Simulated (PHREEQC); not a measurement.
Make-up at 20 °C: 11.1 mmol/kgw HNO3, 5.1 mmol/kgw Al(NO3)3 and 1.3 mmol/kgw CO2. Closed to the air; pH follows from the charge balance.

Computed with PHREEQC (ion-association model, phreeqc.dat).

No solid was allowed to form.

Task: What pH does the model give?

Result: pH 2.02.
